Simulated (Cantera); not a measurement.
Input: 1 mol AlN, 0.031 mol HCl, 2.2 mol O2, at 1223.15 K and 0.133 bar.

Cantera equilibrium calculation (NASA polynomials, part measured and part estimated; ideal gas, pure solids and liquids). Candidate condensed phases: Al, AlCl3, AlN, Al2O3, H2O, NH4Cl; 45 gas species. Rates play no part.

Base state: O2 0.731, N2 0.252, HCl 0.0114, H2O 0.00212, Cl2 0.00177, Cl 0.000690, NO 0.000246 (mole fractions); condensed: Al2O3(s).

Task: What changes in the equilibrium state with this change: HCl from 0.031 to 1.1 mol?

Result: 
```json
[
 {"species": "O2", "before": "0.731", "after": "0.463"},
 {"species": "HCl", "before": "0.0114", "after": "0.281"},
 {"species": "N2", "before": "0.252", "after": "0.167"},
 {"species": "Cl2", "before": "0.00177", "after": "0.0417"},
 {"species": "H2O", "before": "0.00212", "after": "0.0434"},
 {"species": "HOCl", "before": "8.40e-7", "after": "1.64e-5"},
 {"species": "Cl", "before": "0.000690", "after": "0.00335"},
 {"species": "Al2O3(s), mol", "before": "0.500", "after": "0.500"}
]
```
